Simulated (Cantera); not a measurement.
**Si3N4 + HCl (nitride etching)**

Input: 1 mol Si3N4, a varied amount of HCl, equilibrated at 12.0 mbar.

Cantera equilibrium calculation (NASA polynomials, part measured and part estimated; ideal gas, pure solids and liquids). Candidate condensed phases: NH4Cl, Si, Si3N4; 28 gas species. The tables' values for SiCl3 are old estimates. The numbers say what is thermodynamically allowed, not how fast it happens.

Stable condensed phases:

```
T in K \ n(HCl) in mol
         3.7 9.9  16  22  29  35  41  47
   1675    A   B   B   B   B   B   B   B
   1575    A   B   B   B   B   B   B   B
   1475    A   A   B   B   B   B   B   B
   1375    A   A   A   B   B   B   B   B
   1275    A   A   A   B   B   B   B   B
   1175    A   A   A   A   B   B   B   B
   1075    A   A   A   B   B   B   B   B
    975    A   A   A   B   B   B   B   B
    875    A   A   A   B   B   B   B   B
```

A: Si3N4; B: gas only.
